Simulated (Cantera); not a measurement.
Input: 1 mol CuO, 1.7 mol F2, 0.12 mol O2, held at 100000 Pa.

Method: chemical equilibrium by Gibbs-energy minimisation in Cantera with the NASA 1993 tables (ideal gas, pure condensed phases). Candidate condensed phases: Cu, CuF2, CuO, Cu2O; 13 gas species. Equilibrium is a limit: real reactors are often held back by kinetics, nucleation or transport.

Problem. What share of the Cu ends up in condensed phases as a function of T (°C), at 1327, 1377, 1427, 1477, 1527, 1577, 1627?

Solution. 
```
T (°C)  Cu condensed (%)       as
------  ----------------  -------
1327                76.0  CuF2(l)
1377                62.0  CuF2(l)
1427                40.0  CuF2(l)
1477                 3.9  CuF2(l)
1527                 0.0        -
1577                 0.0        -
1627                 0.0        -
```
